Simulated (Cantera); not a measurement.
Input (Python, Cantera) and output of one run.

```python
import numpy as np
import cantera as ct

gas_names = """
    SF6 H2S H SF4 H2
""".split()
cond_names = """
    S(cr1) S(cr2) S(L)
""".split()


# ... load() reads the species with a 1 bar reference pressure and builds the phases ...
species = {s.name: s for s in load("nasa_gas.yaml", gas_names) + load("nasa_condensed.yaml", cond_names)}
# Each term lists the table entries of one substance; the one whose range holds T is used.
reactions = {
    '2 SF6(g) + H2S(g) = 2 H(g) + 3 SF4(g)':
        [(-2, ['SF6']), (-1, ['H2S']), (2, ['H']), (3, ['SF4'])],
    'H2S(g) = H2(g) + S':
        [(-1, ['H2S']), (1, ['H2']), (1, ['S(cr1)', 'S(cr2)', 'S(L)'])],
}


def pick(names, T):
    return next(species[n] for n in names if species[n].thermo.min_temp <= T <= species[n].thermo.max_temp)


results = []
for label, terms in reactions.items():
    print(label)
    print("     T/K   dH/kJ  dS/(J/K)   dG/kJ   log10 K")
    for T in [300, 525, 575, 625, 675, 725, 775, 825, 875, 925, 975]:
        used = [(nu, pick(names, T)) for nu, names in terms]
        dH = sum(nu * s.thermo.h(T) for nu, s in used) / 1e6
        dS = sum(nu * s.thermo.s(T) for nu, s in used) / 1e3
        dG = dH - T * dS / 1e3
        logK = -dG * 1e6 / (ct.gas_constant * T * np.log(10))
        results.append((label, T, dH, dS, dG, logK, [s.name for _, s in used]))
        print(f"{T:8g} {dH:8.1f} {dS:8.1f} {dG:8.1f} {logK:8.2f}")
```

Result:

```
2 SF6(g) + H2S(g) = 2 H(g) + 3 SF4(g)
     T/K   dH/kJ  dS/(J/K)   dG/kJ   log10 K
     300    608.0    339.8    506.1   -88.12
     525    616.0    360.0    427.0   -42.48
     575    617.2    362.3    408.9   -37.14
     625    618.4    364.2    390.7   -32.65
     675    619.4    365.8    372.5   -28.82
     725    620.3    367.1    354.2   -25.52
     775    621.1    368.1    335.8   -22.63
     825    621.8    369.0    317.3   -20.09
     875    622.4    369.8    298.9   -17.84
     925    623.0    370.4    280.4   -15.83
     975    623.5    370.9    261.8   -14.03
H2S(g) = H2(g) + S
     T/K   dH/kJ  dS/(J/K)   dG/kJ   log10 K
     300     20.5    -42.9     33.4    -5.82
     525     28.6    -23.2     40.8    -4.06
     575     30.1    -20.5     41.9    -3.80
     625     31.4    -18.3     42.8    -3.58
     675     32.5    -16.6     43.7    -3.38
     725     33.5    -15.2     44.5    -3.21
     775     34.4    -14.0     45.2    -3.05
     825     35.3    -12.9     45.9    -2.91
     875     36.2    -11.8     46.5    -2.78
     925     37.2    -10.7     47.1    -2.66
     975     38.2     -9.6     47.6    -2.55
```

Source: NASA polynomial tables (part measured, part estimated), evaluated in Cantera. Condensed species are held in their standard states even where they would react or evaporate.
